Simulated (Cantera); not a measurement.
# Si + Cl2 + H2 (chlorosilane synthesis and conversion)

Charge: 1 mol Si, 0.58 mol Cl2, 4.1 mol H2, held at 620000 Pa.

Method: chemical equilibrium by Gibbs-energy minimisation in Cantera with the NASA 1993 tables (ideal gas, pure condensed phases). Candidate condensed phases: Si; 19 gas species. The tables' values for SiCl3 are old estimates; treat these amounts as uncertain. Equilibrium is a limit: real reactors are often held back by kinetics, nucleation or transport.

From 648 K to 1198 K the condensed part is Si(s). The main Si-bearing gas is SiHCl3 throughout.

```tsv
T (K)	log p H2	log p SiHCl3	log p SiCl4	log p HCl	log p SiH2Cl2	log p SiCl3	log p SiCl2	log p SiH3Cl	n Si(s)
648	0.76	-0.56	-0.70	-3.49	-1.67	-5.75	-7.98	-3.46	0.655
698	0.76	-0.57	-0.69	-3.07	-1.63	-5.14	-7.05	-3.36	0.655
748	0.76	-0.58	-0.69	-2.71	-1.61	-4.60	-6.24	-3.28	0.655
798	0.76	-0.59	-0.69	-2.40	-1.58	-4.14	-5.54	-3.21	0.656
848	0.76	-0.59	-0.68	-2.12	-1.56	-3.73	-4.93	-3.16	0.657
898	0.76	-0.60	-0.68	-1.88	-1.55	-3.37	-4.38	-3.10	0.658
948	0.76	-0.61	-0.68	-1.66	-1.53	-3.05	-3.90	-3.06	0.660
998	0.75	-0.62	-0.68	-1.47	-1.52	-2.77	-3.46	-3.02	0.662
1048	0.75	-0.63	-0.69	-1.29	-1.52	-2.51	-3.07	-2.99	0.666
1098	0.75	-0.64	-0.69	-1.14	-1.51	-2.28	-2.72	-2.96	0.670
1148	0.75	-0.66	-0.70	-0.99	-1.51	-2.07	-2.40	-2.93	0.675
1198	0.75	-0.68	-0.72	-0.87	-1.51	-1.89	-2.11	-2.91	0.680
```
log p: log10 of the partial pressure in bar; n: condensed amount in mol.
